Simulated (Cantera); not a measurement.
Input: 1 mol FeS2, 0.61 mol H2S, 2.6 mol N2, held at 1227 °C and 0.0130 bar.

These are equilibrium values from Cantera (NASA tables, ideal gas, pure condensed phases), not measurements of a reactor. FeS: taken at fixed stoichiometry. The numbers say what is thermodynamically allowed, not how fast it happens.

```json
[
 {"species": "N2", "before": "0.655", "after": "0.660"},
 {"species": "S2", "before": "0.190", "after": "0.184"},
 {"species": "H2", "before": "0.129", "after": "0.115"},
 {"species": "H2S", "before": "0.0233", "after": "0.0395"},
 {"species": "H", "before": "5.55e-5", "after": "1.02e-5"},
 {"species": "S", "before": "0.000156", "after": "3.15e-5"},
 {"species": "SH", "before": "0.00254", "after": "0.00137"},
 {"species": "FeS(l), mol", "before": "1.000", "after": "0"},
 {"species": "FeS(s), mol", "before": "0", "after": "1.00"}
]
```
Gas species are given as mole fractions.

Problem. Which change was made?
(A) H2S from 0.61 to 0.12 mol
(B) temperature from 1227 °C to 975 °C
(C) temperature from 1227 °C to 1475 °C
(D) temperature from 1227 °C to 1102 °C

Solution. D, temperature from 1227 °C to 1102 °C
